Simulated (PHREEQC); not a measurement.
Make-up at 25 °C: 0.0014 mol/kgw CaSO4, 0.079 mol/kgw Na2HPO4 and 3.5e-05 mol/kgw KCl. Closed to the air; pH follows from the charge balance.

Computed with PHREEQC (ion-association model, phreeqc.dat).

```json
[
 {"quantity": "pH", "before": "8.70", "after": "8.90"},
 {"quantity": "ionic strength (mol/kgw)", "before": "0.224", "after": "0.00238"},
 {"quantity": "Na+ (mol/kgw)", "before": "0.152", "after": "0.00158"},
 {"quantity": "HPO4-2 (mol/kgw)", "before": "0.0707", "after": "0.000768"},
 {"quantity": "NaHPO4- (mol/kgw)", "before": "0.00601", "after": "1.91e-6"},
 {"quantity": "SO4-2 (mol/kgw)", "before": "0.00115", "after": "1.39e-5"},
 {"quantity": "SI of Gypsum (CaSO4:2H2O)", "before": "-3.27", "after": "-5.58"},
 {"quantity": "SI of Hydroxyapatite (Ca5(PO4)3OH)", "before": "+11.36", "after": "+3.38"}
]
```

What was changed between the two runs?
A. KCl left out
B. Na2HPO4 from 0.079 to 0.395 mol/kgw
C. 0.0016 mol/kgw HBr added
D. diluted 100-fold with water

D, diluted 100-fold with water

This is a speciation only: nothing precipitates in the calculation. Some of these states are supersaturated (in Hydroxyapatite, for instance).
